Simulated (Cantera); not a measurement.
A perfectly stirred reactor is fed with CH4 : O2 : N2 = 1 : 3.64 : 13.7 (molar parts), at 6.10 bar; it is adiabatic with a 550 K inlet, and is followed from long to short residence time, starting on the burning branch (τ in s: 0.18, 0.059, 0.02, 0.0067, 0.0023, 0.00076, 0.00025, 8.6e-05, 2.9e-05, 9.7e-06, 3.3e-06).

Cantera simulation using GRI-Mech 3.0 (53 species, 325 reactions); the numbers are that mechanism's predictions, not measurements.

x: mole fraction; the columns are a selection and need not sum to one.

```tsv
τ (s)	T (K)	x CH4	x O2	x H	x O	x C2H2
0.18	1772	3.60e-6	0.0893	5.49e-7	1.57e-5	5.82e-10
0.059	1771	(withheld)	0.0894	(withheld)	(withheld)	(withheld)
0.020	1769	1.97e-5	0.0894	2.49e-6	3.76e-5	9.20e-9
0.0067	1764	4.24e-5	0.0896	6.50e-6	6.83e-5	2.43e-8
0.0023	1756	8.96e-5	0.0900	1.71e-5	0.000125	5.40e-8
0.00076	1737	0.000203	0.0910	4.55e-5	0.000226	1.17e-7
0.00025	1688	0.000577	0.0942	0.000107	0.000334	3.40e-7
8.6e-5	550	0.0545	0.198	<1e-12	<1e-12	<1e-12
2.9e-5	550	0.0545	0.198	<1e-12	<1e-12	<1e-12
9.7e-6	550	0.0545	0.198	<1e-12	<1e-12	<1e-12
3.3e-6	550	0.0545	0.198	<1e-12	<1e-12	<1e-12
```

**Question.** Some entries are withheld; supply them.

**Answer.** 
- 0.059, x CH4: 8.90e-6
- 0.059, x H: 1.07e-6
- 0.059, x O: 2.27e-5
- 0.059, x C2H2: 2.78e-9
